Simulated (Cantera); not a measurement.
## Equilibrium for hydrogen reduction and annealing atmospheres: PbS + H2 + N2

A closed system holds: 1 mol PbS, a varied amount of H2, 27 mol N2, equilibrated at 725 K and 10.0 Pa.

Method: chemical equilibrium by Gibbs-energy minimisation in Cantera with the NASA 1993 tables (ideal gas, pure condensed phases). Candidate condensed phases: Pb, PbS, S; 18 gas species. The numbers say what is thermodynamically allowed, not how fast it happens.

```csv
n(H2) (mol),log p H2,log p N2,log p H2S,log p PbS,log p Pb,log p NH3,n Pb(l),n PbS(s)
180,-4.06,-4.88,-7.31,-8.45,-8.47,-10.70,0.0945,0.891
620,-4.02,-5.38,-7.27,-8.45,-8.47,-10.88,0.328,0.627
1100,-4.01,-5.62,-7.26,-8.45,-8.47,-10.99,0.582,0.339
1500,-4.01,-5.75,-7.26,-8.45,-8.47,-11.05,0.794,0.0995
2000,-4.01,-5.88,-7.33,-8.53,-8.47,-11.11,0.871,0
2400,-4.01,-5.95,-7.41,-8.61,-8.47,-11.15,0.858,0
2800,-4.00,-6.02,-7.48,-8.67,-8.47,-11.18,0.845,0
```
log p: log10 of the partial pressure in bar; n: condensed amount in mol.

From 180 mol H2 to 1500 mol H2 the condensed part is Pb(l) + PbS(s). From 2000 mol H2 to 2800 mol H2 the condensed part is Pb(l). The main Pb-bearing gas is PbS at 180 mol H2 and Pb at 2800 mol H2. The share of Pb in condensed phases is highest at 180 mol H2 (98.6 %) and lowest at 2800 mol H2 (84.5 %).
